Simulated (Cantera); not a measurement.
Adiabatic ignition

An adiabatic, constant-volume homogeneous reactor starts with CO : H₂ : O₂ : N₂ = 1 : 0.048 : 0.616 : 2.32 (molar parts), equivalence ratio 0.85, at 1373 K and 101000 Pa.

Cantera simulation using GRI-Mech 3.0 (53 species, 325 reactions); the numbers are that mechanism's predictions, not measurements.

```csv
t (s),T (K),P (bar),x CO,x H₂,x O₂,x N₂O,x NO₂,x NO
6.00e-6,1373,1.01,0.251,0.0120,0.155,<1e-12,<1e-12,<1e-12
1.26e-5,1373,1.01,0.251,0.0120,0.155,1.83e-12,<1e-12,<1e-12
2.64e-5,1373,1.01,0.251,0.0120,0.155,4.64e-11,<1e-12,<1e-12
5.53e-5,1404,1.03,0.243,0.00622,0.145,2.22e-8,4.10e-11,6.08e-8
0.000116,1921,1.38,0.154,0.000837,0.0808,5.62e-7,2.19e-8,3.02e-5
0.000243,2484,1.73,0.122,0.000844,0.0731,7.94e-7,3.17e-7,0.000479
0.000510,2797,1.91,0.0982,0.000648,0.0647,1.05e-6,2.20e-6,0.00415
0.00107,2834,1.92,0.0938,0.000622,0.0598,1.15e-6,5.59e-6,0.0115
0.00224,2829,1.92,0.0934,0.000625,0.0573,1.21e-6,7.89e-6,0.0166
0.00470,2828,1.92,0.0933,0.000625,0.0568,1.23e-6,8.39e-6,0.0177
0.00986,2828,1.92,0.0933,0.000625,0.0568,1.23e-6,8.40e-6,0.0178
0.0207,2828,1.92,0.0933,0.000625,0.0568,1.23e-6,8.40e-6,0.0178
0.0434,2828,1.92,0.0933,0.000625,0.0568,1.23e-6,8.40e-6,0.0178
0.0910,2828,1.92,0.0933,0.000625,0.0568,1.23e-6,8.40e-6,0.0178
0.191,2828,1.92,0.0933,0.000625,0.0568,1.23e-6,8.40e-6,0.0178
0.400,2828,1.92,0.0933,0.000625,0.0568,1.23e-6,8.40e-6,0.0178
```
x: mole fraction; the columns are a selection and need not sum to one.

- time of steepest temperature rise: 96.4 µs
- temperature at 0.400 s: 2828 K
- equilibrium temperature: 2828 K
- x(CO) at 0.400 s: 0.0933 (gas-phase equilibrium 0.0933)
- x(H₂) at 0.400 s: 0.000625 (gas-phase equilibrium 0.000625)
- x(O₂) at 0.400 s: 0.0568 (gas-phase equilibrium 0.0568)
